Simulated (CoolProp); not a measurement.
Vapour-liquid equilibrium of acetone (1) + cyclohexane (2) at 0.0225 MPa; x and y are mole fractions of (1).

Values from CoolProp's multi-fluid Helmholtz-energy mixture model, Lemmon 2006 and Zhou 2014; pair parameters Bell 2016.

Question: Give the bubble temperature and the first vapour's composition at x = 0.575, 0.875, 0.95. Is there an azeotrope?

Answer: x = 0.575: 288.4 K, y = 0.691; x = 0.875: 288.8 K, y = 0.809; x = 0.95: 289.9 K, y = 0.902. y crosses x between x = 0.65 and 0.725: the model has an azeotrope there.

The pair parameters rest on a limited set of measurements; away from them the model extrapolates. With so large a gap from Raoult's law the liquid may split in two, which this calculation doesn't test in full.
